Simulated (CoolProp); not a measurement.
A single-stage vapour-compression cycle with carbonyl sulfide: evaporating at 252.15 K (dew point), condensing at 287.15 K (bubble point), superheat 0 K, subcooling 0 K, compressor efficiency 0.7, no pressure losses. Each further row changes one setting.

Values from CoolProp's reference Helmholtz-energy equation of state, Lemmon 2006. It is a short technical equation, of lower accuracy than the large ones.

```tsv
case	cooling COP	pressure ratio	discharge temperature (K)	refrigerating effect (kJ/kg)	volumetric capacity (kJ/m³)
as stated	4.38	2.93	338.6	243	2460
evaporating temperature 257.15 K	5.30	2.47	329.8	245	2910
condensing temperature 282.15 K	5.21	2.56	327.0	250	2520
subcooling 5 K	4.49	2.93	338.6	250	2520
superheat 10 K	4.30	2.93	351.0	251	2410
compressor efficiency 0.6	3.75	2.93	350.2	243	2460
```
